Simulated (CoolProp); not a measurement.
The numbers come from the reference Helmholtz-energy equation of state, Lemmon 2006 in CoolProp. It is a short technical equation, of lower accuracy than the large ones.

**Question.** Give the vapour pressure (kPa), enthalpy of vaporisation (kJ/kg), liquid cp (kJ/(kg K)), vapour Z of saturated CH3F (R41) at 236.3 K.

**Answer.** 
```
T (K)  p (kPa)  enthalpy of vaporisation (kJ/kg)  liquid cp (kJ/(kg K))  vapour Z
-----  -------  --------------------------------  ---------------------  --------
236.3      645                               421                   2.21     0.866
```
